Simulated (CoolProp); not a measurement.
Vapour pressure (MPa) of fluorine: the reference equation beside estimates from Tc = -128.7 °C, pc = 5.240 MPa, ω = 0.045.

The numbers come from the reference Helmholtz-energy equation of state, de Reuck 1990 in CoolProp.

| T (°C) | reference | Lee-Kesler | Soave-Redlich-Kwong |
|---|---|---|---|
| -159.45 | 1.128 | 1.137 | 1.145 |
| -156.85 | [?] | [?] | 1.342 |
| -154.15 | [?] | 1.554 | 1.570 |
| -151.45 | 1.795 | [?] | 1.826 |
| -148.85 | 2.062 | 2.070 | 2.098 |
| -146.15 | 2.369 | 2.376 | 2.409 |
| -143.45 | 2.708 | 2.714 | 2.752 |
| -140.85 | 3.066 | 3.071 | 3.114 |
| -138.15 | 3.474 | 3.479 | 3.522 |
| -135.45 | 3.921 | 3.927 | 3.967 |
| -132.75 | 4.411 | 4.418 | 4.449 |

Q: What belongs in the gaps?

A: 
- -156.85, reference: 1.320
- -156.85, Lee-Kesler: 1.329
- -154.15, reference: 1.545
- -151.45, Lee-Kesler: 1.803

Absolute difference from the reference over all 11 rows, mean and median: Lee-Kesler 0.4 and 0.3 %, Soave-Redlich-Kwong 1.5 and 1.6 %.
